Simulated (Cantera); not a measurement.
**Hydrocarbon pyrolysis for carbon deposition**

A perfectly stirred reactor is fed with 5.26 % CH₄, 94.7 % H₂, at 750 Torr; it is held at 1525 K, and followed from long to short residence time.

Computed with Cantera and GRI-Mech 3.0 (53 species, 325 reactions). GRI-Mech 3.0 stops at C3 and has no aromatics, soot or wall deposition, so with more carbon than oxygen in the feed, carbon stays in small species such as C2H2 where larger ones or solid carbon would form.

| τ (s) | x CH₄ | x H₂ | x C₂H₄ | x C₂H₂ | x C₂H₆ |
|---|---|---|---|---|---|
| 25 | 0.0413 | 0.953 | 0.000938 | 0.00446 | 6.52e-6 |
| 5.9 | 0.0422 | 0.953 | 0.000864 | 0.00408 | 6.37e-6 |
| 1.4 | 0.0449 | 0.951 | 0.000649 | 0.00300 | 5.94e-6 |
| 0.33 | 0.0490 | 0.949 | 0.000328 | 0.00139 | 5.35e-6 |
| 0.078 | 0.0515 | 0.948 | 0.000128 | 0.000395 | 4.98e-6 |
| 0.018 | 0.0523 | 0.947 | 5.25e-5 | 7.31e-5 | 4.68e-6 |
| 0.0044 | 0.0525 | 0.947 | 1.88e-5 | 7.89e-6 | 4.01e-6 |
| 0.0010 | 0.0526 | 0.947 | 2.77e-6 | 2.41e-7 | 2.18e-6 |
x: mole fraction; the columns are a selection and need not sum to one.
